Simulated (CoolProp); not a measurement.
500 sccm (0 °C, 1 atm) of nitrogen bubbles through liquid toluene at 320.9 K and leaves saturated at a total pressure of 0.067 MPa (ideal gas phase). Each further row changes one setting.

Computed with CoolProp (reference Helmholtz-energy equation of state, Lemmon 2006). It is a short technical equation, of lower accuracy than the large ones.

```json
[
 {"case": "as stated", "vapour pressure (kPa)": "11.2", "mole fraction of vapour": "…", "delivery (mg/min)": "…", "delivery (sccm)": "…", "change of delivery for a bath 1 K warmer (%)": "5.3"},
 {"case": "bath temperature 325.9 K", "vapour pressure (kPa)": "13.8", "mole fraction of vapour": "…", "delivery (mg/min)": "…", "delivery (sccm)": "…", "change of delivery for a bath 1 K warmer (%)": "…"},
 {"case": "total pressure 0.134 MPa", "vapour pressure (kPa)": "11.2", "mole fraction of vapour": "0.0832", "delivery (mg/min)": "187", "delivery (sccm)": "…", "change of delivery for a bath 1 K warmer (%)": "4.8"}
]
```

Task: Complete the blanks.

Result: 
- as stated, mole fraction of vapour: 0.166
- as stated, delivery (mg/min): 411
- as stated, delivery (sccm): 99.9
- bath temperature 325.9 K, mole fraction of vapour: 0.206
- bath temperature 325.9 K, delivery (mg/min): 533
- bath temperature 325.9 K, delivery (sccm): 130
- bath temperature 325.9 K, change of delivery for a bath 1 K warmer (%): 5.4
- total pressure 0.134 MPa, delivery (sccm): 45.4
